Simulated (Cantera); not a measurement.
A closed system holds: 1 mol CO2, 6.4 mol H2O, equilibrated at 2248.15 K and 8.20 bar.

Cantera equilibrium calculation (NASA polynomials, part measured and part estimated; ideal gas, pure solids and liquids). Candidate condensed phases: C, C6H6, C7H8, C8H18, H2O; 110 gas species. Rates play no part.

Base state: H2O 0.850, CO2 0.129, H2 0.00649, CO 0.00535, O2 0.00491, OH 0.00406, H 0.000207, O 8.93e-5 (mole fractions); condensed: gas only.

Task: What changes in the equilibrium state with this change: CO2 replaced by HF?

Result: 
```json
[
 {"species": "H2O", "before": "0.850", "after": "0.850"},
 {"species": "HF", "before": "0", "after": "0.134"},
 {"species": "H2", "before": "0.00649", "after": "0.00809"},
 {"species": "CO2", "before": "0.129", "after": "0"},
 {"species": "CO", "before": "0.00535", "after": "0"},
 {"species": "O2", "before": "0.00491", "after": "0.00316"},
 {"species": "O", "before": "8.93e-5", "after": "7.16e-5"},
 {"species": "H", "before": "0.000207", "after": "0.000231"},
 {"species": "OH", "before": "0.00406", "after": "0.00364"}
]
```
